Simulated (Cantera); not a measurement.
Cantera run, input and output.

```python
import numpy as np
import cantera as ct

gas = ct.Solution("gri30.yaml")


def delay(T, t_max=10):
    gas.TPX = T, 1000000, {'CH4': 1, 'O2': 1.11, 'N2': 4.18}
    reactor = ct.IdealGasConstPressureReactor(gas, clone=False)
    net = ct.ReactorNet([reactor])
    net.rtol, net.atol = 1e-8, 1e-16
    while net.time < t_max:
        t_old, T_old = net.time, reactor.T
        net.step()
        if reactor.T > T + 400:  # ignition: a rise of 400 K
            return t_old + (T + 400 - T_old) / (reactor.T - T_old) * (net.time - t_old)
    return np.nan


taus = []
for T in [1375, 1450, 1525, 1600, 1675]:
    taus.append(delay(T))
    print(f"T0 = {T:6g} K   tau = {taus[-1]:.4e} s")

# d ln(tau) / d ln(k), from doubling and halving each rate constant
T, sens = 1600, []
for i in range(gas.n_reactions):
    gas.set_multiplier(2.0, i)
    up = delay(T)
    gas.set_multiplier(0.5, i)
    down = delay(T)
    gas.set_multiplier(1.0, i)
    sens.append((np.log(up / down) / np.log(4.0), gas.reaction(i).equation))
sens.sort(key=lambda x: -abs(x[0]))
print(f"sensitivities at {T} K")
for s, eq in sens[:10]:
    print(f"{s:8.3f}  {eq}")
```

Result:

```
T0 =   1375 K   tau = 8.7911e-04 s
T0 =   1450 K   tau = 4.0422e-04 s
T0 =   1525 K   tau = 1.9302e-04 s
T0 =   1600 K   tau = 9.5673e-05 s
T0 =   1675 K   tau = 4.9455e-05 s
sensitivities at 1600 K
  -0.411  CH3 + O2 <=> CH3O + O
   0.354  2 CH3 (+M) <=> C2H6 (+M)
  -0.264  H + O2 <=> O + OH
   0.205  CH4 + H <=> CH3 + H2
  -0.193  CH3 + O2 <=> CH2O + OH
  -0.185  CH3 + HO2 <=> CH3O + OH
  -0.153  CH2O + O2 <=> HCO + HO2
  -0.142  CH3O + O2 <=> CH2O + HO2
   0.121  CH2O + H (+M) <=> CH3O (+M)
  -0.105  CH3 + HO2 <=> CH4 + O2
```

Cantera simulation using GRI-Mech 3.0 (53 species, 325 reactions); the numbers are that mechanism's predictions, not measurements.
